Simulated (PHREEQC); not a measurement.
## Metal-bearing waste water

Consider water at 91 °C with 0.13 mol/kgw Pb(NO3)2, 0.00074 mol/kgw CaCl2 and 0.00069 mol/kgw Na2SO4. Closed to the air; pH follows from the charge balance.

The numbers come from PHREEQC with the ion-association model, phreeqc.dat.

This is a speciation only: nothing precipitates in the calculation.

Question: Predict the pH.

Answer: pH 4.25.

Question: In which forms is Pb present?

Answer: Pb+2 59 %, PbNO3+ 39 %, PbCl+ 0.8 % of the Pb.

The solution is supersaturated, for example in Anglesite, Pb(OH)2, so a real one may precipitate; this is no full list. Constants without temperature data keep their 25 °C values here.
